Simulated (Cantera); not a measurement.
What does this Cantera script print?

```python
import numpy as np
import cantera as ct

gas_names = """
    H HO2 H2 H2O H2O2 H2S H2SO4 O OH O2 O3 S SH SO SO2 SO3 S2 S2O S8
""".split()
cond_names = """
    H2O(s) H2O(L) H2SO4(L) S(cr1) S(cr2) S(L)
""".split()


def load(file, names, dense=False):
    # The tables refer to 1 bar. Condensed volumes are neglected.
    table = {s.name: s for s in ct.Species.list_from_file(file)}
    out = []
    for n in names:
        d = dict(table[n].input_data)
        d["thermo"] = dict(d["thermo"], **{"reference-pressure": 1e5})
        if dense:
            d["equation-of-state"] = {"model": "constant-volume", "density": "1e6 g/cm^3"}
        out.append(ct.Species.from_dict(d))
    return out


gas = ct.Solution(thermo="ideal-gas", species=load("nasa_gas.yaml", gas_names))
cond = {s.name: ct.Solution(thermo="fixed-stoichiometry", species=[s], name=s.name)
        for s in load("nasa_condensed.yaml", cond_names, dense=True)}
atoms = {
    'H2S': {'H': 2, 'S': 1},
    'O2': {'O': 2},
}
top_T = {}  # K; cautious upper limits of use, not melting points


def equilibrate(T, P, feed):
    n = {}
    for name, mol in feed.items():
        for a, k in atoms[name].items():
            n[a] = n.get(a, 0.0) + k * mol
    gas.TPX = T, P, n
    mass = sum(n.values()) * gas.mean_molecular_weight
    gas.equilibrate("TP")
    valid = [c for c in cond.values() if c.min_temp <= T <= top_T.get(c.name, c.max_temp)]
    mix = ct.Mixture([(gas, mass / gas.mean_molecular_weight)] + [(c, 0.0) for c in valid])
    mix.T, mix.P = T, P
    mix.equilibrate("TP", solver="vcs", rtol=1e-11, max_steps=5000)
    return mix


results = []
feed = {'H2S': 1, 'O2': 0.19}  # mol
P = 10000  # Pa
for T in [1198, 1298, 1398, 1498, 1598, 1698, 1798, 1898, 1998, 2098, 2198, 2298, 2398]:
    mix = equilibrate(T, P, feed)
    results.append((T, P, feed, dict(zip(mix.species_names, mix.species_moles))))
    x = sorted(zip(gas.X, gas.species_names), reverse=True)
    print(f"T = {T:g} K  P = {P:g} Pa  gas = {mix.phase_moles(0):.4g} mol")
    print("   x: " + "  ".join(f"{s} {v:.3e}" for v, s in x if v > 1e-06))
    print("   condensed (mol): " + ("  ".join(f"{mix.phase(i).name} {mix.phase_moles(i):.4g}"
          for i in range(1, mix.n_phases) if mix.phase_moles(i) > 1e-12) or "none"))
```

Output:

```
T = 1198 K  P = 10000 Pa  gas = 1.263 mol
   x: H2S 3.775e-01  H2O 2.981e-01  S2 2.060e-01  H2 1.162e-01  SO2 1.252e-03  SH 5.578e-04  S2O 3.285e-04  SO 3.132e-05
   condensed (mol): none
T = 1298 K  P = 10000 Pa  gas = 1.304 mol
   x: H2S 3.017e-01  H2O 2.878e-01  S2 2.307e-01  H2 1.766e-01  SO2 1.540e-03  SH 1.294e-03  S2O 3.850e-04  SO 9.141e-05  S 4.127e-06  H 1.424e-06
   condensed (mol): none
T = 1398 K  P = 10000 Pa  gas = 1.347 mol
   x: H2O 2.772e-01  S2 2.533e-01  H2 2.341e-01  H2S 2.300e-01  SH 2.555e-03  SO2 2.124e-03  S2O 4.730e-04  SO 2.457e-04  S 1.820e-05  H 7.239e-06
   condensed (mol): none
T = 1498 K  P = 10000 Pa  gas = 1.385 mol
   x: H2 2.824e-01  S2 2.711e-01  H2O 2.670e-01  H2S 1.706e-01  SH 4.447e-03  SO2 3.108e-03  SO 6.069e-04  S2O 5.889e-04  S 6.547e-05  H 2.888e-05
   condensed (mol): none
T = 1598 K  P = 10000 Pa  gas = 1.416 mol
   x: H2 3.203e-01  S2 2.832e-01  H2O 2.571e-01  H2S 1.254e-01  SH 7.027e-03  SO2 4.611e-03  SO 1.374e-03  S2O 7.264e-04  S 1.992e-04  H 9.527e-05  OH 2.976e-06
   condensed (mol): none
T = 1698 K  P = 10000 Pa  gas = 1.441 mol
   x: H2 3.496e-01  S2 2.897e-01  H2O 2.466e-01  H2S 9.261e-02  SH 1.031e-02  SO2 6.706e-03  SO 2.852e-03  S2O 8.753e-04  S 5.280e-04  H 2.704e-04  OH 9.804e-06
   condensed (mol): none
T = 1798 K  P = 10000 Pa  gas = 1.462 mol
   x: H2 3.726e-01  S2 2.913e-01  H2O 2.348e-01  H2S 6.925e-02  SH 1.429e-02  SO2 9.343e-03  SO 5.431e-03  S 1.247e-03  S2O 1.021e-03  H 6.796e-04  OH 2.815e-05
   condensed (mol): none
T = 1898 K  P = 10000 Pa  gas = 1.48 mol
   x: H2 3.913e-01  S2 2.886e-01  H2O 2.213e-01  H2S 5.260e-02  SH 1.892e-02  SO2 1.232e-02  SO 9.532e-03  S 2.673e-03  H 1.546e-03  S2O 1.147e-03  OH 7.154e-05
   condensed (mol): none
T = 1998 K  P = 10000 Pa  gas = 1.499 mol
   x: H2 4.068e-01  S2 2.819e-01  H2O 2.060e-01  H2S 4.055e-02  SH 2.410e-02  SO 1.550e-02  SO2 1.530e-02  S 5.271e-03  H 3.235e-03  S2O 1.238e-03  OH 1.630e-04
   condensed (mol): none
T = 2098 K  P = 10000 Pa  gas = 1.52 mol
   x: H2 4.191e-01  S2 2.715e-01  H2O 1.891e-01  H2S 3.162e-02  SH 2.967e-02  SO 2.351e-02  SO2 1.790e-02  S 9.666e-03  H 6.300e-03  S2O 1.285e-03  OH 3.373e-04  O 3.616e-06
   condensed (mol): none
T = 2198 K  P = 10000 Pa  gas = 1.544 mol
   x: H2 4.279e-01  S2 2.575e-01  H2O 1.710e-01  SH 3.538e-02  SO 3.346e-02  H2S 2.483e-02  SO2 1.982e-02  S 1.662e-02  H 1.152e-02  S2O 1.284e-03  OH 6.405e-04  O 1.202e-05  O2 2.027e-06
   condensed (mol): none
T = 2298 K  P = 10000 Pa  gas = 1.574 mol
   x: H2 4.324e-01  S2 2.398e-01  H2O 1.523e-01  SO 4.496e-02  SH 4.089e-02  S 2.696e-02  SO2 2.086e-02  H 1.992e-02  H2S 1.952e-02  S2O 1.234e-03  OH 1.128e-03  O 3.546e-05  O2 5.218e-06
   condensed (mol): none
T = 2398 K  P = 10000 Pa  gas = 1.612 mol
   x: H2 4.314e-01  S2 2.186e-01  H2O 1.334e-01  SO 5.732e-02  SH 4.579e-02  S 4.145e-02  H 3.273e-02  SO2 2.094e-02  H2S 1.527e-02  OH 1.855e-03  S2O 1.140e-03  O 9.425e-05  O2 1.206e-05
   condensed (mol): none
```

Method: chemical equilibrium by Gibbs-energy minimisation in Cantera with the NASA 1993 tables (ideal gas, pure condensed phases). Gases not in the tables: S3 to S7.
